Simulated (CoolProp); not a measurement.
Vapour-liquid equilibrium of dimethyl ether (1) + n-hexane (2) at 0.216 MPa; x and y are mole fractions of (1).

The numbers come from the multi-fluid Helmholtz-energy mixture model, Wu 2011 and Thol 2019; pair parameters Bell 2016 in CoolProp.

Task: Give the bubble temperature and the first vapour's composition at x = 0.35, 0.5, 0.725. Is there an azeotrope?

Result: x = 0.35: 18.2 °C, y = 0.947; x = 0.5: 9.5 °C, y = 0.971; x = 0.725: 1.7 °C, y = 0.987. No azeotrope shows between x = 0.05 and 0.95.

Pair parameters are fitted to limited data, so mixtures are less certain than the pure fluids.
